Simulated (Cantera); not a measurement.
Cantera run, input and output.

```python
import numpy as np
import cantera as ct

gas = ct.Solution("gri30.yaml")
gas.TPX = 1475, 1000000, {'CH4': 1, 'O2': 1.43, 'N2': 5.37}
reactor = ct.IdealGasReactor(gas, energy="on", clone=False)
net = ct.ReactorNet([reactor])
net.rtol, net.atol = 1e-08, 1e-16
show = ['CH4', 'O2', 'O', 'HCN', 'OH', 'C2H6']
times = np.geomspace(2e-06, 6, 15)

steps = ct.SolutionArray(gas, extra=["t"])
rows = []
print(f"{'t/s':>10s}{'T/K':>9s}{'P/Pa':>11s}" + "".join(f"{s:>11s}" for s in show))
for t in times:
    while net.time < t:
        t_next = net.step()
        steps.append(gas.state, t=t_next)
    rows.append([np.interp(t, steps.t, y) for y in (steps.T, steps.P, *steps(*show).X.T)])
    print(f"{t:10.3e}{rows[-1][0]:9.1f}{rows[-1][1]:11.4g}" + "".join(f"{x:11.3e}" for x in rows[-1][2:]))
rate = np.gradient(steps.T, steps.t)
print("integrator steps:", len(steps.t))
if steps.T.max() > steps.T[0] + 200:
    print(f"time of steepest temperature rise: {steps.t[rate.argmax()]:.4e} s")
gas.TPX = 1475, 1000000, {'CH4': 1, 'O2': 1.43, 'N2': 5.37}
gas.equilibrate("UV")
print(f"equilibrium (UV): T = {gas.T:.1f} K  " + "  ".join(f"{s} {gas[s].X[0]:.3e}" for s in show))
```

Result:

```
       t/s      T/K       P/Pa        CH4         O2          O        HCN         OH       C2H6
 2.000e-06   1475.0      1e+06  1.282e-01  1.833e-01  2.629e-09  1.802e-18  7.700e-09  1.462e-09
 5.803e-06   1475.0      1e+06  1.282e-01  1.833e-01  7.147e-09  1.906e-17  2.634e-08  5.428e-08
 1.684e-05   1475.0      1e+06  1.281e-01  1.833e-01  2.850e-08  2.795e-16  9.573e-08  2.898e-06
 4.886e-05   1476.4  1.001e+06  1.278e-01  1.831e-01  7.299e-08  4.180e-15  2.409e-07  7.604e-05
 1.418e-04   1490.0   1.01e+06  1.250e-01  1.814e-01  2.055e-07  6.409e-14  8.773e-07  6.508e-04
 4.114e-04   3106.5  2.297e+06  2.255e-11  1.487e-03  1.304e-03  2.645e-07  1.135e-02  5.421e-22
 1.194e-03   3106.5  2.297e+06  2.255e-11  1.486e-03  1.304e-03  2.647e-07  1.135e-02  5.422e-22
 3.464e-03   3106.5  2.297e+06  2.255e-11  1.486e-03  1.304e-03  2.647e-07  1.135e-02  5.422e-22
 1.005e-02   3106.5  2.297e+06  2.255e-11  1.486e-03  1.304e-03  2.647e-07  1.135e-02  5.422e-22
 2.917e-02   3106.5  2.297e+06  2.255e-11  1.486e-03  1.304e-03  2.647e-07  1.135e-02  5.422e-22
 8.463e-02   3106.5  2.297e+06  2.255e-11  1.486e-03  1.304e-03  2.647e-07  1.135e-02  5.422e-22
 2.456e-01   3106.5  2.297e+06  2.255e-11  1.486e-03  1.304e-03  2.647e-07  1.135e-02  5.422e-22
 7.126e-01   3106.5  2.297e+06  2.255e-11  1.486e-03  1.304e-03  2.647e-07  1.135e-02  5.422e-22
 2.068e+00   3106.5  2.297e+06  2.255e-11  1.486e-03  1.304e-03  2.647e-07  1.135e-02  5.422e-22
 6.000e+00   3106.5  2.297e+06  2.255e-11  1.486e-03  1.304e-03  2.647e-07  1.135e-02  5.422e-22
integrator steps: 1964
time of steepest temperature rise: 2.5678e-04 s
equilibrium (UV): T = 3106.5 K  CH4 2.616e-11  O2 1.486e-03  O 1.304e-03  HCN 2.647e-07  OH 1.135e-02  C2H6 7.042e-22
```

Model: GRI-Mech 3.0 (53 species, 325 reactions), integrated in Cantera. Above 3000 K some thermodynamic fits are extrapolated.
